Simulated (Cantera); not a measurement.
An adiabatic, constant-pressure homogeneous reactor starts with 8.11 % CH3OH, 19.3 % O2, 72.6 % N2, equivalence ratio 0.63, at 1575 K and 101000 Pa.

Model: GRI-Mech 3.0 (53 species, 325 reactions), integrated in Cantera. GRI-Mech 3.0 was tuned for natural gas; its chemistry of methanol as a main component is partial and can be far from experiment.

One state of this run: T (K) = 2600; x CH3OH = <1e-12; x O2 = 0.0685; x HCN = 2.91e-11; x NO2 = 1.70e-6; x CO2 = 0.0619; x CH2CO = <1e-12; x NO = 0.00370. x: mole fraction; the columns are a selection and need not sum to one.

Which value of t (s) does it belong to?
A) 2.00e-5
B) 0.00632
C) 0.0632
D) 0.00200

D, 0.00200
